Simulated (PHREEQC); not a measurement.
A column of 0.1 m (30 cells, dispersivity 0.0035 m, 60 s a shift, diffusion coefficient 3e-10 m²/s) holds 0.022 eq of the database's cation exchanger X per kg of pore water, first in equilibrium with 0.0002 mol/kgw PbCl2 and 1e-05 mol/kgw HCl. It is flushed with 4 mmol/kgw ZnCl2 and 0.01 mmol/kgw HCl, at 25 °C. Values are for the last cell. The system is closed to CO2. Precipitation was switched off in this run.

The numbers come from PHREEQC with the ion-association model, phreeqc.dat.

```csv
pore volumes,Zn in solution (mol/kgw),Pb in solution (mol/kgw),Cl in solution (mol/kgw),ZnX2 on the exchanger (mol/kgw),PbX2 on the exchanger (mol/kgw)
0,0,0.000200,0.000410,0,0.0110
0.55,0,0.000256,0.000521,0,0.0110
1.083,2.14e-7,0.00274,0.00549,5.47e-7,0.0110
1.617,8.97e-5,0.00382,0.00782,0.000168,0.0108
2.15,0.000531,0.00346,0.00800,0.00102,0.00998
2.417,0.000847,0.00315,0.00801,0.00167,0.00933
2.95,0.00151,0.00249,0.00801,0.00316,0.00784
3.483,0.00210,0.00190,0.00801,0.00467,0.00633
4.017,0.00259,0.00141,0.00801,0.00605,0.00495
4.55,0.00297,0.00103,0.00801,0.00724,0.00376
5.083,0.00326,0.000737,0.00801,0.00822,0.00278
5.617,0.00348,0.000518,0.00801,0.00900,0.00200
5.883,0.00357,0.000431,0.00801,0.00932,0.00168
6.417,0.00371,0.000294,0.00801,0.00983,0.00117
6.95,0.00380,0.000197,0.00801,0.0102,0.000790
7.483,0.00387,0.000129,0.00801,0.0105,0.000524
8.017,0.00392,8.36e-5,0.00801,0.0107,0.000340
```

Species that the database lacks are ignored.
